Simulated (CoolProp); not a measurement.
Properties of carbonyl sulfide along the isotherm 396.1 K (Tc = 378.8 K, pc = 6.369 MPa, ω = 0.098).

Model: reference Helmholtz-energy equation of state, Lemmon 2006, in CoolProp. It is a short technical equation, of lower accuracy than the large ones.

```json
[
 {"p (MPa)": "2.27", "phase": "gas", "Z": "0.8874", "speed of sound (m/s)": "240.0", "expansivity (1/kK)": "3.657"},
 {"p (MPa)": "4.55", "phase": "gas", "Z": "0.7480", "speed of sound (m/s)": "217.7", "expansivity (1/kK)": "6.268"},
 {"p (MPa)": "6.82", "phase": "supercritical", "Z": "0.5494", "speed of sound (m/s)": "191.7", "expansivity (1/kK)": "17.50"},
 {"p (MPa)": "9.1", "phase": "supercritical", "Z": "0.3012", "speed of sound (m/s)": "227.2", "expansivity (1/kK)": "26.69"},
 {"p (MPa)": "11.4", "phase": "supercritical", "Z": "0.3135", "speed of sound (m/s)": "316.9", "expansivity (1/kK)": "10.10"},
 {"p (MPa)": "13.6", "phase": "supercritical", "Z": "0.3484", "speed of sound (m/s)": "371.7", "expansivity (1/kK)": "6.930"},
 {"p (MPa)": "15.9", "phase": "supercritical", "Z": "0.3884", "speed of sound (m/s)": "415.4", "expansivity (1/kK)": "5.451"},
 {"p (MPa)": "18.2", "phase": "supercritical", "Z": "0.4294", "speed of sound (m/s)": "451.6", "expansivity (1/kK)": "4.596"},
 {"p (MPa)": "20.5", "phase": "supercritical", "Z": "0.4704", "speed of sound (m/s)": "483.0", "expansivity (1/kK)": "4.028"},
 {"p (MPa)": "22.7", "phase": "supercritical", "Z": "0.5096", "speed of sound (m/s)": "509.8", "expansivity (1/kK)": "3.633"},
 {"p (MPa)": "25", "phase": "supercritical", "Z": "0.5502", "speed of sound (m/s)": "535.3", "expansivity (1/kK)": "3.317"},
 {"p (MPa)": "27.3", "phase": "supercritical", "Z": "0.5906", "speed of sound (m/s)": "558.9", "expansivity (1/kK)": "3.067"},
 {"p (MPa)": "29.6", "phase": "supercritical", "Z": "0.6306", "speed of sound (m/s)": "580.8", "expansivity (1/kK)": "2.863"},
 {"p (MPa)": "31.8", "phase": "supercritical", "Z": "0.6686", "speed of sound (m/s)": "600.5", "expansivity (1/kK)": "2.699"}
]
```
